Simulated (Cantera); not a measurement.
# Equilibrium for iron carbonyl, mercury and lead vapours: HgO + H2

Input: 1 mol HgO, a varied amount of H2, equilibrated at 673 K and 13300 Pa.

Cantera equilibrium calculation (NASA polynomials, part measured and part estimated; ideal gas, pure solids and liquids). Candidate condensed phases: H2O, Hg, HgO; 10 gas species. Kinetics and transport are ignored.

From 0.12 mol H2 to 7.9 mol H2 nothing is condensed. The main Hg-bearing gas is Hg throughout.

```csv
n(H2) (mol),x H2,x Hg,x H2O,x O2
0.12,<1e-12,0.641,0.0769,0.282
0.25,<1e-12,0.615,0.154,0.231
0.49,<1e-12,0.573,0.281,0.146
0.99,<1e-12,0.501,0.496,0.00251
2,0.333,0.333,0.333,<1e-12
3.9,0.592,0.204,0.204,<1e-12
7.9,0.775,0.112,0.112,<1e-12
```
x: gas mole fraction; nothing condenses.
